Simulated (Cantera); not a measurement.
A closed system holds: 1 mol MgSO4, 2.5 mol CO2, 4.5 mol H2O, held at 1250 °C.

Method: chemical equilibrium by Gibbs-energy minimisation in Cantera with the NASA 1993 tables (ideal gas, pure condensed phases). Candidate condensed phases: C, C6H6, C7H8, C8H18, H2O, H2SO4, Mg, MgCO3, MgO, Mg(OH)2, MgS, MgSO4, S; 130 gas species. The numbers say what is thermodynamically allowed, not how fast it happens.

log p: log10 of the partial pressure in bar; n: condensed amount in mol.

```tsv
P (Pa)	log p H2O	log p CO2	log p SO2	log p O2	log p SO3	log p OH	n MgO(s)
10	-4.28	-4.53	-4.93	-5.23	___	-6.80	1.000
52	-3.56	-3.82	-4.21	-4.51	___	-6.26	1.000
270	-2.85	-3.10	-3.50	-3.80	___	-5.72	1.000
1400	-2.13	-2.39	-2.78	-3.09	___	-5.19	1.000
7200	-1.42	-1.67	-2.07	-2.37	___	-4.65	1.000
37000	-0.71	-0.96	-1.36	-1.66	___	-4.12	1.000
190000	0.00	-0.25	-0.66	-0.96	___	-3.59	1.000
1000000	0.72	0.47	0.06	-0.24	___	-3.05	1.000
```

Q: Fill in the missing entries.

A: 
- 10, log p SO3: -9.02
- 52, log p SO3: -7.95
- 270, log p SO3: -6.88
- 1400, log p SO3: -5.80
- 7200, log p SO3: -4.74
- 37000, log p SO3: -3.67
- 190000, log p SO3: -2.61
- 1000000, log p SO3: -1.54
